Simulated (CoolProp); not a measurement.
Aqueous potassium carbonate as a coolant, 37 % by mass, freezing at -30.7 °C, 1 atm.

Values from CoolProp's Melinder's fits for secondary coolants.

```json
[
 {"T (°C)": "-19.9", "conductivity (W/(m K))": "0.496", "density (kg/m³)": "1396", "viscosity (mPa s)": "14.2", "Prandtl number": "77.8"},
 {"T (°C)": "-13.2", "conductivity (W/(m K))": "0.507", "density (kg/m³)": "1394", "viscosity (mPa s)": "10.5", "Prandtl number": "?"},
 {"T (°C)": "-6.6", "conductivity (W/(m K))": "?", "density (kg/m³)": "1392", "viscosity (mPa s)": "8.09", "Prandtl number": "42.7"},
 {"T (°C)": "0.1", "conductivity (W/(m K))": "?", "density (kg/m³)": "1389", "viscosity (mPa s)": "6.39", "Prandtl number": "33.2"},
 {"T (°C)": "6.7", "conductivity (W/(m K))": "0.539", "density (kg/m³)": "?", "viscosity (mPa s)": "5.20", "Prandtl number": "26.6"},
 {"T (°C)": "13.4", "conductivity (W/(m K))": "?", "density (kg/m³)": "1383", "viscosity (mPa s)": "4.31", "Prandtl number": "21.7"},
 {"T (°C)": "20", "conductivity (W/(m K))": "0.560", "density (kg/m³)": "1379", "viscosity (mPa s)": "3.65", "Prandtl number": "18.1"},
 {"T (°C)": "26.7", "conductivity (W/(m K))": "0.571", "density (kg/m³)": "1375", "viscosity (mPa s)": "?", "Prandtl number": "?"},
 {"T (°C)": "33.3", "conductivity (W/(m K))": "0.581", "density (kg/m³)": "1372", "viscosity (mPa s)": "2.72", "Prandtl number": "13.1"},
 {"T (°C)": "40", "conductivity (W/(m K))": "0.591", "density (kg/m³)": "?", "viscosity (mPa s)": "2.38", "Prandtl number": "11.3"}
]
```

### Question
Complete the blanks.

### Answer

- -13.2, Prandtl number: 56.5
- -6.6, conductivity (W/(m K)): 0.517
- 0.1, conductivity (W/(m K)): 0.528
- 6.7, density (kg/m³): 1386
- 13.4, conductivity (W/(m K)): 0.550
- 26.7, viscosity (mPa s): 3.13
- 26.7, Prandtl number: 15.3
- 40, density (kg/m³): 1368
